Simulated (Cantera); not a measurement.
**BN + O₂ + N₂ (nitride etching)**

A closed system holds: 1 mol BN, 17 mol O₂, 3.6 mol N₂, at 0.100 bar.

Equilibrium computed with Cantera from the NASA thermochemical tables; the gas is ideal and each condensed phase is pure. Candidate condensed phases: B, BN, B₂O₃; 17 gas species. Kinetics and transport are ignored.

```tsv
T (K)	x O₂	x N₂	x B₂O₃	x NO	x BO₂	x O	n B₂O₃(l)
1073	0.798	0.201	8.62e-10	6.52e-5	1.53e-9	3.52e-9	0.500
1123	0.798	0.201	6.19e-9	0.000103	8.08e-9	1.24e-8	0.500
1173	0.798	0.201	3.72e-8	0.000156	3.68e-8	3.95e-8	0.500
1223	0.798	0.201	1.92e-7	0.000229	1.47e-7	1.14e-7	0.500
1273	0.798	0.201	8.68e-7	0.000326	5.29e-7	3.04e-7	0.500
1323	0.798	0.201	3.48e-6	0.000452	1.72e-6	7.52e-7	0.500
1373	0.798	0.201	1.25e-5	0.000612	5.11e-6	1.74e-6	0.500
1423	0.798	0.201	4.10e-5	0.000810	1.40e-5	3.80e-6	0.499
1473	0.798	0.201	0.000124	0.00105	3.59e-5	7.88e-6	0.497
1523	0.797	0.201	0.000345	0.00134	8.64e-5	1.56e-5	0.492
1573	0.797	0.200	0.000898	0.00169	0.000196	2.95e-5	0.480
1623	0.795	0.200	0.00220	0.00209	0.000422	5.36e-5	0.451
1673	0.792	0.199	0.00508	0.00255	0.000866	9.41e-5	0.387
```
x: gas mole fraction; n: condensed amount in mol.

From 1073 K to 1673 K the condensed part is B₂O₃(l).
